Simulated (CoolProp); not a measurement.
A simple Rankine cycle with ethanol: condensing at 328.15 K, boiler at 4.15 MPa, turbine inlet 619 K, turbine efficiency 0.6, pump efficiency 0.6, no recuperator. Each further row changes one setting.

Computed with CoolProp (reference Helmholtz-energy equation of state, Schroeder 2014).

```
case                             thermal efficiency (%)  net work (kJ/kg)  heat in (kJ/kg)  turbine exit temperature (K)  volume ratio over the turbine
-------------------------------  ----------------------  ----------------  ---------------  ----------------------------  -----------------------------
as stated                                          17.0                 ?             1410                         486.5                              ?
condensing temperature 320.15 K                    17.9               256             1430                         478.4                            138
boiler pressure 2.91 MPa                              ?               231             1430                         499.2                           66.9
turbine efficiency 0.5                             14.1               199             1410                         506.5                           99.6
```

Q: Fill in the missing entries.

A: 
- as stated, net work (kJ/kg): 240
- as stated, volume ratio over the turbine: 95.6
- boiler pressure 2.91 MPa, thermal efficiency (%): 16.2
